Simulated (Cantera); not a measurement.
Feed: 1 mol Si, 0.035 mol CO₂, 1.4 mol N₂, at 1700 K and 100000 Pa.

Method: chemical equilibrium by Gibbs-energy minimisation in Cantera with the NASA 1993 tables (ideal gas, pure condensed phases). Candidate condensed phases: C, Si, SiC, SiO₂, Si₂N₂O, Si₃N₄; 34 gas species. Mutual solubility and eutectic melting of coexisting phases are not modelled. The numbers say what is thermodynamically allowed, not how fast it happens.

Base state: N₂ 0.998, CO 0.00192 (mole fractions); condensed: C(graphite) + Si₂N₂O(s) + Si₃N₄(s).

Q: What changes in the equilibrium state with this change: temperature from 1700 K to 1023 K?

A: 
```
species            before   after
----------------  -------  ------
N₂                  0.998    1.00
CO                0.00192   <1e-9
C(graphite), mol   0.0335  0.0350
Si₂N₂O(s), mol     0.0685  0.0700
Si₃N₄(s), mol       0.288   0.287
```
N₂ is the only nitrogen source here; it is nearly inert below about 1500 K, so the nitride shown seldom forms there in practice.
